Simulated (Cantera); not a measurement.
A perfectly stirred reactor is fed with NH3 : H2 = 1 : 2.1 (molar parts), at 0.0520 bar; it is held at 2225 K, and followed from long to short residence time.

Detailed kinetics in Cantera: the gas-phase N/H chemistry of the illustrative SiF4/NH3 mechanism in the Surface Chemkin manual (1991). Walls and surfaces, which speed up NH3 decomposition in real reactors, are not modelled.

x: mole fraction; the columns are a selection and need not sum to one.

| τ (s) | x NH3 | x H2 | x N2H2 | x N2 | x N | x H |
|---|---|---|---|---|---|---|
| 9.0 | 0.000276 | 0.858 | ? | 0.121 | 1.69e-5 | 0.0210 |
| 3.7 | 0.00109 | 0.865 | ? | 0.121 | 1.51e-5 | 0.0129 |
| 1.5 | 0.00846 | 0.868 | ? | 0.118 | 7.32e-6 | 0.00517 |
| 0.63 | 0.0273 | 0.858 | ? | 0.111 | 5.62e-6 | 0.00318 |
| 0.26 | 0.0646 | 0.835 | ? | 0.0971 | 5.14e-6 | 0.00228 |
| 0.11 | 0.122 | 0.800 | ? | 0.0753 | 4.92e-6 | 0.00176 |
| 0.044 | 0.196 | 0.754 | ? | 0.0474 | 4.73e-6 | 0.00141 |
| 0.018 | 0.255 | 0.717 | ? | 0.0247 | 4.50e-6 | 0.00122 |
| 0.0075 | 0.292 | 0.695 | 4.28e-6 | 0.0110 | 4.16e-6 | 0.00111 |
| 0.0031 | 0.310 | 0.684 | 3.97e-6 | 0.00410 | 3.51e-6 | 0.00101 |

Problem. What belongs in the gaps?

Solution. 
- 9.0, x N2H2: 5.85e-9
- 3.7, x N2H2: 2.55e-8
- 1.5, x N2H2: 1.27e-7
- 0.63, x N2H2: 3.57e-7
- 0.26, x N2H2: 8.52e-7
- 0.11, x N2H2: 1.70e-6
- 0.044, x N2H2: 2.89e-6
- 0.018, x N2H2: 3.87e-6
